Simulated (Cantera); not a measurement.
# Transport properties of process gases

Gas mixture: 45.1 % NH3, 54.9 % C2H6, at 1.58 Torr, frozen composition.

Cantera's kinetic-theory transport with the Lennard-Jones parameters of GRI-Mech 3.0, ideal gas; thermal conductivity in the mixture-averaged form. Polar gases are described roughly by these parameters. The composition is frozen, though it would react at the higher temperatures.

```json
[
 {"T (K)": "400", "ρ (kg/m³)": "0.00153", "cp (J/kg/K)": "2199", "μ (µPa s)": "13.0", "λ (mW/m/K)": "39.3", "Pr": "0.726", "D (cm²/s) H": "794", "D (cm²/s) OH": "217", "D (cm²/s) H2O": "144"},
 {"T (K)": "550", "ρ (kg/m³)": "0.00111", "cp (J/kg/K)": "2715", "μ (µPa s)": "17.4", "λ (mW/m/K)": "63.9", "Pr": "0.738", "D (cm²/s) H": "1420", "D (cm²/s) OH": "382", "D (cm²/s) H2O": "270"},
 {"T (K)": "700", "ρ (kg/m³)": "0.000873", "cp (J/kg/K)": "3161", "μ (µPa s)": "21.4", "λ (mW/m/K)": "90.7", "Pr": "0.745", "D (cm²/s) H": "2180", "D (cm²/s) OH": "580", "D (cm²/s) H2O": "431"},
 {"T (K)": "850", "ρ (kg/m³)": "0.000719", "cp (J/kg/K)": "3517", "μ (µPa s)": "25.1", "λ (mW/m/K)": "118", "Pr": "0.745", "D (cm²/s) H": "3060", "D (cm²/s) OH": "808", "D (cm²/s) H2O": "622"},
 {"T (K)": "1000", "ρ (kg/m³)": "0.000611", "cp (J/kg/K)": "3839", "μ (µPa s)": "28.5", "λ (mW/m/K)": "146", "Pr": "0.750", "D (cm²/s) H": "4050", "D (cm²/s) OH": "1060", "D (cm²/s) H2O": "841"},
 {"T (K)": "1150", "ρ (kg/m³)": "0.000531", "cp (J/kg/K)": "4096", "μ (µPa s)": "31.7", "λ (mW/m/K)": "173", "Pr": "0.750", "D (cm²/s) H": "5140", "D (cm²/s) OH": "1350", "D (cm²/s) H2O": "1090"}
]
```
D: mixture-averaged diffusion coefficient of that species in the mixture.
